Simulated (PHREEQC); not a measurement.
A PHREEQC input (ion-association model, phreeqc.dat):

```
SOLUTION 1
  temp 25
  units mg/L
  pH 6.32
  pe 8.5
  Na 3.36
  K 0.203
  Ca 1.44
  Mg 1.01
  Cl 4.38 charge
  Li 0.1 charge
  S(6) 2.43 as SO4
  Alkalinity 8.12 as HCO3
  F 0.151
  Si 0.0248 as SiO2
END
USE solution 1
EQUILIBRIUM_PHASES 1
  Quartz 0 0.5
  CO2(g) -2 10
END
```

It stops with these messages:

```
ERROR: Charge balance specified for more than one species.
ERROR: Program terminating due to input errors.
```

The fault: two constituents marked charge. The line should read `Cl 4.38` where the input has `Cl 4.38 charge / Li 0.1 charge`. With the mend the run ends at pH 5.94 and ionic strength 0.000413 mol/kgw.
